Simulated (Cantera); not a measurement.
Feed: 1 mol V₂O₃, 280 mol H₂, 0.051 mol H₂O, held at 700 °C and 0.000410 bar.

These are equilibrium values from Cantera (NASA tables, ideal gas, pure condensed phases), not measurements of a reactor. Candidate condensed phases: H₂O, V, VO, V₂O₃, V₂O₄, V₂O₅; 12 gas species. Condensed phases not in the tables: the oxides between V₂O₃ and V₂O₅ other than VO₂. Kinetics and transport are ignored.

Base state: H₂ 1.000, H₂O 0.000182 (mole fractions); condensed: V₂O₃(s).

**Question.** What changes in the equilibrium state with this change: temperature from 700 °C to 1727 °C?

**Answer.** 
```tsv
species	before	after
H₂	1.000	0.914
H	5.36e-8	0.0768
VO	<1e-9	0.00399
VO₂	<1e-9	0.00214
V	<1e-9	0.000690
OH	<1e-9	1.77e-5
V₂O₃(s), mol	1.00	0
```
